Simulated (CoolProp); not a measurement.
The fluid at 402.67 K and 9.03 MPa is throttled through a valve to 1.29 MPa with no heat exchange. The same conditions are run with several fluids, on thermodynamics alone (safety and materials aside).

The numbers come from the reference Helmholtz-energy equation of state of each fluid (ethylene: Smukala 2000; oxygen: Schmidt 1985; R125: Lemmon 2005; hydrogen chloride: Thol 2018; R143a: Lemmon and Jacobsen 2000) in CoolProp.

```
fluid              temperature change (K)  final density (kg/m³)
-----------------  ----------------------  ---------------------
ethylene                            -40.4                      …
oxygen                                  …                   12.6
R125                                -59.7                   62.3
hydrogen chloride                   -67.9                   17.9
R143a                                   …                   48.6
```

Fill in the missing entries.


- ethylene, final density (kg/m³): 12.5
- oxygen, temperature change (K): -9.9
- R143a, temperature change (K): -77.0

Above 300 K oxygen's equation is extrapolated.
